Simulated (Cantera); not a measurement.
Charge: 1 mol Si3N4, 0.35 mol Si, 0.51 mol N2, 0.93 mol C, equilibrated at 0.0143 Torr.

Method: chemical equilibrium by Gibbs-energy minimisation in Cantera with the NASA 1993 tables (ideal gas, pure condensed phases). Candidate condensed phases: C, Si, SiC, Si3N4; 20 gas species. Mutual solubility and eutectic melting of coexisting phases are not modelled. Kinetics and transport are ignored.

### Question
Which condensed phases are stable at each of these points (T (K)): 1748, 1848, 1948, 2048, 2148, 2248, 2348, 2448, 2548, 2648, 2748, 2848?

### Answer
| T (K) | condensed phases | Si condensed (%) |
|---|---|---|
| 1748 | Si(l) + SiC(s) | 93.5 |
| 1848 | Si(l) + SiC(s) | 60.7 |
| 1948 | SiC(s) | 26.2 |
| 2048 | SiC(s) | 23.2 |
| 2148 | C(graphite) | 0.0 |
| 2248 | C(graphite) | 0.0 |
| 2348 | gas only | 0.0 |
| 2448 | gas only | 0.0 |
| 2548 | gas only | 0.0 |
| 2648 | gas only | 0.0 |
| 2748 | gas only | 0.0 |
| 2848 | gas only | 0.0 |

From 1748 K to 1848 K the condensed part is Si(l) + SiC(s). From 1948 K to 2048 K the condensed part is SiC(s). From 2148 K to 2248 K the condensed part is C(graphite). From 2348 K to 2848 K nothing is condensed.
